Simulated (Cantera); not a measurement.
Feed: 1 mol Al₂O₃, 0.49 mol H₂, held at 1673.15 K and 13.3 mbar.

Method: chemical equilibrium by Gibbs-energy minimisation in Cantera with the NASA 1993 tables (ideal gas, pure condensed phases). Candidate condensed phases: Al, Al₂O₃, H₂O; 19 gas species. Kinetics and transport are ignored.

Base state: H₂ 0.999, H 0.000987, H₂O 1.33e-5 (mole fractions); condensed: Al₂O₃(s).

Q: What changes in the equilibrium state with this change: Al₂O₃ replaced by SiO₂?

A: 
```tsv
species	before	after
H₂	0.999	0.992
SiO	0	0.00335
H₂O	1.33e-5	0.00335
H	0.000987	0.000984
Al₂O₃(s), mol	1.000	0
SiO₂(β-quartz), mol	0	0.998
```
The tables hold silica as quartz up to 1696 K and as liquid above; real silica turns to tridymite and cristobalite and melts near 1996 K. Further candidate phases: Si, SiO₂.

Q: What changes in the equilibrium state with this change: temperature from 1673.15 K to 1800 K?

A: 
```
species          before    after
-------------  --------  -------
H₂                0.999    0.997
H              0.000987  0.00310
H₂O             1.33e-5  6.40e-5
Al              7.22e-6  3.39e-5
Al₂O₃(s), mol     1.000    1.000
```
